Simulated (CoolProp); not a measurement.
100 sccm (0 °C, 1 atm) of nitrogen bubbles through liquid water at 310.2 K and leaves saturated at a total pressure of 0.127 MPa (ideal gas phase). Each further row changes one setting.

The numbers come from the reference Helmholtz-energy equation of state, Wagner 2002 in CoolProp.

```tsv
case	vapour pressure (kPa)	mole fraction of vapour	delivery (mg/min)	delivery (sccm)	change of delivery for a bath 1 K warmer (%)
as stated	6.30	0.0496	4.19	5.22	5.9
bath temperature 315.2 K	8.23	0.0648	5.57	6.93	5.8
total pressure 0.254 MPa	6.30	0.0248	2.04	2.54	5.7
```
